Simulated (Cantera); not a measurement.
Feed: 1 mol Al, 3 mol HCl, equilibrated at 998.15 K and 79.0 mbar.

Method: chemical equilibrium by Gibbs-energy minimisation in Cantera with the NASA 1993 tables (ideal gas, pure condensed phases). Candidate condensed phases: Al, AlCl3; 12 gas species. The tables' values for AlCl2 are old estimates; treat these amounts as uncertain. The numbers say what is thermodynamically allowed, not how fast it happens.

Base state: H2 0.600, AlCl3 0.397, Al2Cl6 0.00127, HCl 0.000945, AlCl2 0.000649, AlCl 0.000148 (mole fractions); condensed: gas only.

Task: What changes in the equilibrium state with this change: HCl from 3 to 11 mol?

Result: 
```csv
species,before,after
HCl,0.000945,0.762
H2,0.600,0.143
AlCl3,0.397,0.0951
AlCl,0.000148,<1e-9
AlCl2,0.000649,9.41e-8
Al2Cl6,0.00127,7.29e-5
```
